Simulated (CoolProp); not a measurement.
Properties of sulfur hexafluoride along the isotherm 333.2 K.

The numbers come from the reference Helmholtz-energy equation of state, Guder 2009 in CoolProp.

```json
[
 {"p (MPa)": "0.853", "phase": "gas", "Z": "0.9314", "speed of sound (m/s)": "135.4", "expansivity (1/kK)": "3.800", "viscosity (µPa s)": "17.1", "Prandtl number": "0.791"},
 {"p (MPa)": "1.71", "phase": "gas", "Z": "0.8549", "speed of sound (m/s)": "126.2", "expansivity (1/kK)": "5.037", "viscosity (µPa s)": "17.6", "Prandtl number": "0.825"},
 {"p (MPa)": "2.56", "phase": "gas", "Z": "0.7679", "speed of sound (m/s)": "115.9", "expansivity (1/kK)": "7.173", "viscosity (µPa s)": "18.6", "Prandtl number": "0.884"},
 {"p (MPa)": "3.41", "phase": "gas", "Z": "0.6627", "speed of sound (m/s)": "103.7", "expansivity (1/kK)": "11.75", "viscosity (µPa s)": "20.5", "Prandtl number": "1.02"},
 {"p (MPa)": "4.27", "phase": "supercritical", "Z": "0.5184", "speed of sound (m/s)": "89.72", "expansivity (1/kK)": "27.39", "viscosity (µPa s)": "25.4", "Prandtl number": "1.54"},
 {"p (MPa)": "5.12", "phase": "supercritical", "Z": "0.3347", "speed of sound (m/s)": "92.19", "expansivity (1/kK)": "52.79", "viscosity (µPa s)": "46.0", "Prandtl number": "3.30"},
 {"p (MPa)": "5.97", "phase": "supercritical", "Z": "0.3086", "speed of sound (m/s)": "128.2", "expansivity (1/kK)": "20.97", "viscosity (µPa s)": "66.4", "Prandtl number": "2.61"},
 {"p (MPa)": "6.83", "phase": "supercritical", "Z": "0.3239", "speed of sound (m/s)": "156.6", "expansivity (1/kK)": "13.25", "viscosity (µPa s)": "78.0", "Prandtl number": "2.38"},
 {"p (MPa)": "7.68", "phase": "supercritical", "Z": "0.3463", "speed of sound (m/s)": "178.9", "expansivity (1/kK)": "10.09", "viscosity (µPa s)": "86.5", "Prandtl number": "2.29"},
 {"p (MPa)": "8.53", "phase": "supercritical", "Z": "0.3712", "speed of sound (m/s)": "197.6", "expansivity (1/kK)": "8.336", "viscosity (µPa s)": "93.4", "Prandtl number": "2.25"},
 {"p (MPa)": "9.39", "phase": "supercritical", "Z": "0.3973", "speed of sound (m/s)": "214.1", "expansivity (1/kK)": "7.192", "viscosity (µPa s)": "99.5", "Prandtl number": "2.23"}
]
```

Viscosity comes from a separate model (Quiñones-Cisneros 2012). Thermal conductivity comes from a separate model (Assael 2012).
